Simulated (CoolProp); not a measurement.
Vapour-liquid equilibrium of benzene (1) + dimethyl carbonate (2) at 14.6 kPa; x and y are mole fractions of (1).

The numbers come from the multi-fluid Helmholtz-energy mixture model, Thol 2012 and Zhou 2011; pair parameters Bell 2016 in CoolProp.

Problem. Give the bubble temperature and the first vapour's composition at x = 0.125, 0.575, 0.65. Is there an azeotrope?

Solution. x = 0.125: 309.3 K, y = 0.243; x = 0.575: 303.3 K, y = 0.684; x = 0.65: 302.8 K, y = 0.736. No azeotrope shows between x = 0.05 and 0.95.

Pair parameters are fitted to limited data, so mixtures are less certain than the pure fluids.
